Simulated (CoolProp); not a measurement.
Vapour-liquid equilibrium of dimethyl carbonate (1) + n-heptane (2) at 324.7 K; x and y are mole fractions of (1).

Model: multi-fluid Helmholtz-energy mixture model, Zhou 2011 and Span 2003; pair parameters Bell 2016, in CoolProp.

| x | bubble pressure, mixture model (MPa) | bubble pressure, Raoult's law (MPa) | y, mixture model | y, Raoult's law |
|---|---|---|---|---|
| 0.05 | 0.02426 | 0.02035 | 0.207 | 0.061 |
| 0.2 | ___ | 0.02105 | ___ | 0.236 |
| 0.35 | ___ | 0.02176 | 0.538 | 0.399 |
| 0.5 | 0.03466 | 0.02247 | 0.573 | 0.552 |
| 0.65 | 0.03469 | 0.02318 | 0.596 | 0.696 |
| 0.8 | 0.03389 | 0.02389 | 0.640 | 0.832 |
| 0.95 | 0.02909 | 0.02459 | ___ | 0.959 |

Task: Complete the blanks.

Result: 
- 0.2, bubble pressure, mixture model (MPa): 0.03140
- 0.2, y, mixture model: 0.455
- 0.35, bubble pressure, mixture model (MPa): 0.03397
- 0.95, y, mixture model: 0.817

The largest gap from Raoult's law is +56.1 % in bubble pressure, at x = 0.35. y crosses x between x = 0.5 and 0.65: the model has an azeotrope there.

The pair parameters rest on a limited set of measurements; away from them the model extrapolates. With so large a gap from Raoult's law the liquid may split in two, which this calculation doesn't test in full.
